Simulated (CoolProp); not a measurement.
Properties of diethyl ether along the isobar 147 bar (Tc = 194.7 °C, pc = 37.17 bar, ω = 0.282).

The numbers come from the reference Helmholtz-energy equation of state, Thol 2014 in CoolProp.

```csv
T (°C),phase,density (kg/m³),cv (kJ/(kg K)),isothermal compressibility (1/MPa)
123.65,liquid,617.3,1.966,0.003905
133.75,liquid,604.9,1.991,0.004375
143.85,liquid,592.2,2.016,0.004920
153.95,liquid,579.2,2.041,0.005555
163.95,liquid,566.1,2.066,0.006288
174.05,liquid,552.5,2.091,0.007156
184.15,liquid,538.5,2.117,0.008176
194.25,liquid,524.2,2.143,0.009377
204.35,supercritical,509.5,2.169,0.01079
214.35,supercritical,494.6,2.194,0.01244
224.45,supercritical,479.2,2.220,0.01440
234.55,supercritical,463.4,2.245,0.01668
244.65,supercritical,447.3,2.270,0.01931
254.65,supercritical,431.2,2.294,0.02228
264.75,supercritical,414.8,2.318,0.02562
274.85,supercritical,398.3,2.341,0.02926
```
